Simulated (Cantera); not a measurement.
Input: 1 mol C₂H₆, 0.018 mol O₂, at 2450 K.

Cantera equilibrium calculation (NASA polynomials, part measured and part estimated; ideal gas, pure solids and liquids). Candidate condensed phases: C, C₆H₆, C₇H₈, C₈H₁₈, H₂O; 110 gas species. The ideal-gas law is rough above about 30 bar. Kinetics and transport are ignored.

x: gas mole fraction; n: condensed amount in mol.

```json
[
 {"P (Pa)": "10", "x H₂": "0.167", "x H": "0.821", "x CH₄": "4.54e-10", "x CO": "0.00695", "x C₂H₂ (acetylene)": "0.00146", "x C₃": "___", "x C": "0.000825", "n C(graphite)": "1.90"},
 {"P (Pa)": "72", "x H₂": "0.472", "x H": "0.514", "x CH₄": "2.61e-8", "x CO": "0.00880", "x C₂H₂ (acetylene)": "0.00412", "x C₃": "___", "x C": "0.000115", "n C(graphite)": "1.92"},
 {"P (Pa)": "520", "x H₂": "0.743", "x H": "0.240", "x CH₄": "4.67e-7", "x CO": "0.0104", "x C₂H₂ (acetylene)": "0.00648", "x C₃": "___", "x C": "1.59e-5", "n C(graphite)": "1.92"},
 {"P (Pa)": "3700", "x H₂": "0.883", "x H": "0.0981", "x CH₄": "4.70e-6", "x CO": "0.0113", "x C₂H₂ (acetylene)": "0.00770", "x C₃": "___", "x C": "2.23e-6", "n C(graphite)": "1.91"},
 {"P (Pa)": "27000", "x H₂": "0.942", "x H": "0.0375", "x CH₄": "3.91e-5", "x CO": "0.0116", "x C₂H₂ (acetylene)": "0.00822", "x C₃": "___", "x C": "3.06e-7", "n C(graphite)": "1.91"},
 {"P (Pa)": "190000", "x H₂": "0.965", "x H": "0.0143", "x CH₄": "0.000288", "x CO": "0.0118", "x C₂H₂ (acetylene)": "0.00842", "x C₃": "___", "x C": "4.34e-8", "n C(graphite)": "1.91"},
 {"P (Pa)": "1400000", "x H₂": "0.972", "x H": "0.00529", "x CH₄": "0.00215", "x CO": "0.0118", "x C₂H₂ (acetylene)": "0.00848", "x C₃": "___", "x C": "5.89e-9", "n C(graphite)": "1.90"},
 {"P (Pa)": "10000000", "x H₂": "0.961", "x H": "0.00197", "x CH₄": "0.0151", "x CO": "0.0120", "x C₂H₂ (acetylene)": "0.00839", "x C₃": "___", "x C": "8.25e-10", "n C(graphite)": "1.86"}
]
```

What belongs in the gaps?


- 10, x C₃: 0.00225
- 72, x C₃: 0.000312
- 520, x C₃: 4.32e-5
- 3700, x C₃: 6.07e-6
- 27000, x C₃: 8.32e-7
- 190000, x C₃: 1.18e-7
- 1400000, x C₃: 1.60e-8
- 10000000, x C₃: 2.25e-9
